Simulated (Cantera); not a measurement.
What does this Cantera script print?

```python
import numpy as np
import cantera as ct

gas_names = """
    F F2 N NF NF2 NF3 N2 Si SiF SiF2 SiF3 SiF4 SiN Si2 Si2N Si3
""".split()
cond_names = """
    Si(cr) Si(L) Si3N4(a)
""".split()


# ... load() reads the species with a 1 bar reference pressure and builds the phases ...
atoms = {
    'Si3N4': {'Si': 3, 'N': 4},
    'NF3': {'N': 1, 'F': 3},
    'N2': {'N': 2},
}
top_T = {'Si3N4(a)': 2400}  # K; cautious upper limits of use, not melting points


# ... equilibrate(T, P, feed) seeds the gas with the atoms and calls Mixture.equilibrate('TP', solver="vcs", rtol=1e-11, max_steps=5000) ...
results = []
T = 725  # K
P = 29000  # Pa
for m in [2.4, 3.1, 3.9, 4.9, 6.1, 7.8, 9.8, 12]:
    feed = {'Si3N4': 1, 'NF3': m, 'N2': 5.4}  # mol
    mix = equilibrate(T, P, feed)
    results.append((T, P, feed, dict(zip(mix.species_names, mix.species_moles))))

top = {s: max(r[3][s] / sum(r[3][g] for g in gas_names) for r in results) for s in gas_names}
cols = sorted((s for s in top if top[s] > 0.001), key=lambda s: -top[s])[:6]
seen = [c for c in cond_names if any(r[3].get(c, 0) > 1e-12 for r in results)]
print("log10 of partial pressures in bar; condensed amounts in mol")
print(f"{'n(NF3)':>10s}" + "".join(f"{s[:9]:>10s}" for s in cols + seen))
for T, P, feed, n in results:
    ng = sum(n[g] for g in gas_names)
    print(f"{feed['NF3']:10.4g}" + "".join(f"{np.log10(max(n[s] / ng * P / 1e5, 1e-99)):10.3f}" for s in cols)
          + "".join(f"{n.get(c, 0):10.4g}" for c in seen))
```

Output:

```
log10 of partial pressures in bar; condensed amounts in mol
    n(NF3)        N2       NF3      SiF4        F2  Si3N4(a)
       2.4    -0.628   -71.947    -1.265   -49.216       0.4
       3.1    -0.643   -71.918    -1.206   -49.192     0.225
       3.9    -0.656   -71.897    -1.159   -49.173     0.025
       4.9    -0.690    -1.774    -1.188    -2.414         0
       6.1    -0.728    -1.434    -1.229    -2.174         0
       7.8    -0.776    -1.222    -1.280    -2.017         0
       9.8    -0.825    -1.089    -1.333    -1.912         0
        12    -0.873    -1.000    -1.385    -1.836         0
```

Equilibrium computed with Cantera from the NASA thermochemical tables; the gas is ideal and each condensed phase is pure.
